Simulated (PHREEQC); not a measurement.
Dissolve 0.049 mol/kgw NaH2PO4 and 0.1 mol/kgw Na2CO3 at 35 °C. Closed to the air; pH follows from the charge balance.

Equilibrium calculation in PHREEQC: ion-association model, phreeqc.dat.

This is a speciation only: nothing precipitates in the calculation.

Question: Order these Na species by the share of Na that they hold, largest first: Na+, NaHCO3, NaCO3-, NaHPO4-.

Answer: Na+ (84 %), NaCO3- (13 %), NaHPO4- (1.9 %), NaHCO3 (1.0 %)

Question: Order these P species by the share of P that they hold, largest first: NaHPO4-, PO4-3, HPO4-2, H2PO4-.

Answer: HPO4-2 (89 %), NaHPO4- (9.6 %), PO4-3 (0.95 %), H2PO4- (0.18 %)

The pH is 9.43 and the ionic strength 0.273 mol/kgw. Complexes and solids missing from the database can't appear.
